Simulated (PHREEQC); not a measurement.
PHREEQC input (ion-association model, wateq4f.dat):

```
SOLUTION_MASTER_SPECIES
  An  An-  0  An  62.0  # stands for a non-complexing anion
SOLUTION_SPECIES
  An- = An-
    -log_k 0
    -gamma 3.0 0
PHASES
  Fix_H+
    H+ = H+
    -log_k 0
SOLUTION 1
  temp 25
  units mmol/kgw
  pH 7 charge
  S(6) 3.6
  Zn 3.6
  Cl 0.36
  Sr 0.18
  Na 300
  An 300
END
SELECTED_OUTPUT 1
  -reset false
  -pH true
  -pe true
  -ionic_strength true
  -water true
  -totals Cl Na S Sr Zn S(-2) S(6)
  -molalities Hfo_wOH Hfo_wOH2+ Hfo_wO- Hfo_sOH Hfo_sOH2+ Hfo_sO- Hfo_sOHSr+2 Hfo_wOSr+ Hfo_wOSrOH Hfo_wSO4-
    Hfo_wOHSO4-2 Hfo_sOZn+ Hfo_wOZn+
  -saturation_indices Celestite Zn(OH)2-e Zn4(OH)6SO4 Zn5(OH)8Cl2 Halite Mirabilite Goslarite
USER_PUNCH 1
  -headings sigma psi
  10 PUNCH EDL("sigma", "Hfo"), EDL("psi", "Hfo")
PRINT
  -reset false
USE solution 1
SURFACE 1
  Hfo_wOH 0.00247191 600 1.1
  Hfo_sOH 6.17978e-05
EQUILIBRIUM_PHASES 1
  Fix_H+ -4 HAn 10
    -force_equality true
  O2(g) -0.68 10
END
# ... the last block is repeated for the other 16 points of pH, with NaOH or the acid as the point needs
```

Selected output (columns that matter, 16 of 17 rows; pH added in front):

```
pH	mu	Cl	Na	S	Sr	Zn	si_Celestite	si_Zn(OH)2-e	si_Zn4(OH)6SO4	si_Zn5(OH)8Cl2	si_Halite	si_Mirabilite	si_Goslarite	sigma
4	0.31279	0.00035999	0.3	0.0027953	0.00017999	0.0035969	-0.9831	-6.509	-19.744	-28.764	-5.8607	-3.5782	-4.3888	0.13078
4.5	0.31265	0.00036	0.3	0.0028163	0.00017998	0.0035789	-0.9791	-5.5113	-16.749	-24.775	-5.8606	-3.5741	-4.387	0.12838
5	0.31251	0.00036	0.3	0.0028694	0.00017998	0.003541	-0.9706	-4.5161	-13.76	-20.799	-5.8606	-3.5655	-4.3832	0.12264
5.5	0.31229	0.00036	0.3	0.0029747	0.00017999	0.0034665	-0.9548	-3.5258	-10.783	-16.847	-5.8606	-3.5494	-4.3767	0.11228
6	0.31124	0.00036	0.3	0.0031126	0.00018	0.0031034	-0.9332	-2.5743	-7.9546	-13.089	-5.8603	-3.5274	-4.4033	0.10239
6.5	0.31014	0.00035999	0.3008	0.0031939	0.00017999	0.0024343	-0.9187	-1.6802	-5.3638	-9.6179	-5.8587	-3.5104	-4.4947	0.10518
7	0.30975	0.00035999	0.3016	0.0032161	0.00017999	0.002004	-0.9138	-0.766	-2.7022	-6.0468	-5.8574	-3.5032	-4.5756	0.1208
7.5	0.30959	0.00035999	0.30198	0.0032619	0.00017999	0.0018042	-0.9068	0.1831	0.1014	-2.3012	-5.8568	-3.495	-4.6194	0.14058
8.5	0.30948	0.00035998	0.30326	0.0034655	0.00017998	0.0017254	-0.879	2.0088	5.4331	4.8264	-5.8557	-3.4629	-4.765	0.16494
9	0.3091	0.00035998	0.30519	0.0035525	0.00017997	0.0018491	-0.8653	2.5367	6.5586	6.4662	-5.8527	-3.4436	-5.2233	0.13897
9.5	0.30911	0.00035998	0.30644	0.0035905	0.00017984	0.0020363	-0.8601	2.7035	6.2316	6.3015	-5.8503	-3.4344	-6.0507	0.089352
10	0.30941	0.00035998	0.30708	0.0035985	0.00017871	0.0021944	-0.8621	2.7461	5.4027	5.5149	-5.8491	-3.4318	-7.0073	0.044502
10.5	0.31005	0.00035998	0.30792	0.0035997	0.00016866	0.002331	-0.888	2.7374	4.3676	4.4715	-5.848	-3.43	-8.0164	0.0072927
11	0.31169	0.00035998	0.30985	0.0035998	0.0001068	0.0025127	-1.0887	2.6615	3.063	3.0918	-5.8456	-3.4262	-9.0936	-0.030051
11.5	0.31621	0.00035998	0.31465	0.0035998	1.9609e-05	0.0027672	-1.8314	2.4527	1.2245	1.0463	-5.8399	-3.4174	-10.306	-0.081669
12	0.32875	0.00035998	0.32701	0.0035998	1.5782e-06	0.0030952	-2.9447	2.0513	-1.3902	-1.964	-5.826	-3.3969	-11.718	-0.17102
```

Along this series the solution becomes supersaturated in solids that the run did not let form, among them Zn(OH)2-e, Zn4(OH)6SO4, Zn5(OH)8Cl2. Complexes and solids missing from the database can't appear.
